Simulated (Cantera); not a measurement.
An adiabatic, constant-pressure homogeneous reactor starts with C3H8 : O2 : N2 = 1 : 3.85 : 14.5 (molar parts), equivalence ratio 1.3, at 1373 K and 1.00 bar. Integrator tolerance rtol = 1e-08.

Model: GRI-Mech 3.0 (53 species, 325 reactions), integrated in Cantera. GRI-Mech 3.0 was tuned for natural gas; its chemistry of propane as a main component is partial and can be far from experiment.

Task: What does this change do: initial temperature 1373 to 1298 K?

Result: 
| quantity | before | after |
|---|---|---|
| time of steepest temperature rise | 0.345 ms | 1.05 ms |
| temperature at 0.500 s | 2735 K | 2704 K |
| equilibrium temperature | 2735 K | 2704 K |
| x(C3H8) at 0.500 s | <1e-12 (gas-phase equilibrium <1e-12) | <1e-12 (gas-phase equilibrium <1e-12) |
| x(O2) at 0.500 s | 0.00443 (gas-phase equilibrium 0.00443) | 0.00373 (gas-phase equilibrium 0.00373) |
| x(HCN) at 0.500 s | 6.86e-9 (gas-phase equilibrium 6.86e-9) | 6.42e-9 (gas-phase equilibrium 6.42e-9) |
| x(CO) at 0.500 s | 0.0866 (gas-phase equilibrium 0.0866) | 0.0851 (gas-phase equilibrium 0.0851) |
| x(NO) at 0.500 s | 0.00446 (gas-phase equilibrium 0.00446) | 0.00392 (gas-phase equilibrium 0.00392) |

Task: What does this change do: initial temperature 1373 to 1748 K?

Result: 
```json
[
 {"quantity": "time of steepest temperature rise", "before": "0.345 ms", "after": "17.3 µs"},
 {"quantity": "temperature at 0.500 s", "before": "2735 K", "after": "2872 K"},
 {"quantity": "equilibrium temperature", "before": "2735 K", "after": "2872 K"},
 {"quantity": "x(C3H8) at 0.500 s", "before": "<1e-12 (gas-phase equilibrium <1e-12)", "after": "<1e-12 (gas-phase equilibrium <1e-12)"},
 {"quantity": "x(O2) at 0.500 s", "before": "0.00443 (gas-phase equilibrium 0.00443)", "after": "0.00803 (gas-phase equilibrium 0.00803)"},
 {"quantity": "x(HCN) at 0.500 s", "before": "6.86e-9 (gas-phase equilibrium 6.86e-9)", "after": "9.73e-9 (gas-phase equilibrium 9.73e-9)"},
 {"quantity": "x(CO) at 0.500 s", "before": "0.0866 (gas-phase equilibrium 0.0866)", "after": "0.0933 (gas-phase equilibrium 0.0933)"},
 {"quantity": "x(NO) at 0.500 s", "before": "0.00446 (gas-phase equilibrium 0.00446)", "after": "0.00720 (gas-phase equilibrium 0.00720)"}
]
```
